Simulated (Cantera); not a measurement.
# Hydrocarbon pyrolysis for carbon deposition

A perfectly stirred reactor is fed with 4.32 % C₂H₄, 95.7 % H₂, at 0.118 atm; it is held at 1700 K, and followed from long to short residence time.

Model: GRI-Mech 3.0 (53 species, 325 reactions), integrated in Cantera. GRI-Mech 3.0 was tuned for natural gas; its chemistry of ethylene as a main component is partial and can be far from experiment. GRI-Mech 3.0 stops at C3 and has no aromatics, soot or wall deposition, so with more carbon than oxygen in the feed, carbon stays in small species such as C2H2 where larger ones or solid carbon would form.

```
τ (s)      x C₂H₄   x H₂       x H     x CH₂   x C₂H₆     x C₂H     x CH₄
-------  --------  -----  --------  --------  -------  --------  --------
0.47     0.000367  0.958  0.000357   1.48e-9  4.00e-8   8.49e-8  0.000463
0.18     0.000682  0.958  0.000274  5.96e-10  6.59e-8   6.49e-8  0.000238
0.068     0.00192  0.958  0.000171  4.26e-10  1.44e-7   3.93e-8  0.000146
0.026     0.00598  0.958  0.000102  6.28e-10  3.14e-7   2.10e-8   9.89e-5
0.0099     0.0150  0.958   6.56e-5  9.86e-10  5.56e-7   1.03e-8   6.02e-5
0.0038     0.0271  0.957   4.38e-5   1.18e-9  6.91e-7   3.93e-9   2.71e-5
0.0014     0.0367  0.957   2.33e-5  8.49e-10  4.93e-7  8.38e-10   6.79e-6
0.00054    0.0409  0.957   9.52e-6  3.82e-10  2.01e-7  1.22e-10   1.03e-6
```
x: mole fraction; the columns are a selection and need not sum to one.
